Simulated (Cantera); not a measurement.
Feed: 1 mol CH3Cl, at 723.15 K and 1.00 bar.

Equilibrium computed with Cantera from the NASA thermochemical tables; the gas is ideal and each condensed phase is pure. Candidate condensed phases: C, C6H6, C7H8, C8H18; 91 gas species. Rates play no part.

### Question
What is the equilibrium state?

### Answer
```json
{
  "x(HCl)": "0.602",
  "x(CH4)": "0.203",
  "x(H2)": "0.195",
  "x(C2H6)": "1.35e-6",
  "n(C(graphite))": "0.662 mol",
  "gas_amount": "1.662 mol"
}
```
